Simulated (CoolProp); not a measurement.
A closed Brayton cycle with carbon dioxide: compressor inlet 317.15 K and 9.5 MPa, high pressure 31.4 MPa, turbine inlet 910 K, compressor efficiency 0.85, turbine efficiency 0.85, recuperator effectiveness 0.95 (on enthalpy, no pinch check). Each further row changes one setting.

Computed with CoolProp (reference Helmholtz-energy equation of state, Span 1996).

```json
[
 {"case": "as stated", "thermal efficiency (%)": "[?]", "net work (kJ/kg)": "118", "compressor to turbine work": "0.28", "compressor exit (K)": "381.2", "turbine exit (K)": "766.6"},
 {"case": "turbine inlet 860 K", "thermal efficiency (%)": "37.5", "net work (kJ/kg)": "108", "compressor to turbine work": "[?]", "compressor exit (K)": "381.2", "turbine exit (K)": "[?]"},
 {"case": "compressor inlet 327.15 K", "thermal efficiency (%)": "37.3", "net work (kJ/kg)": "103", "compressor to turbine work": "0.37", "compressor exit (K)": "[?]", "turbine exit (K)": "766.6"},
 {"case": "high pressure 26.7 MPa", "thermal efficiency (%)": "38.3", "net work (kJ/kg)": "[?]", "compressor to turbine work": "[?]", "compressor exit (K)": "[?]", "turbine exit (K)": "785.4"},
 {"case": "recuperator effectiveness 0.5", "thermal efficiency (%)": "[?]", "net work (kJ/kg)": "118", "compressor to turbine work": "0.28", "compressor exit (K)": "381.2", "turbine exit (K)": "766.6"}
]
```

### Question
Fill in the missing entries.

### Answer

- as stated, thermal efficiency (%): 39.3
- turbine inlet 860 K, compressor to turbine work: 0.29
- turbine inlet 860 K, turbine exit (K): 721.4
- compressor inlet 327.15 K, compressor exit (K): 418.5
- high pressure 26.7 MPa, net work (kJ/kg): 106
- high pressure 26.7 MPa, compressor to turbine work: 0.26
- high pressure 26.7 MPa, compressor exit (K): 371.9
- recuperator effectiveness 0.5, thermal efficiency (%): 23.4
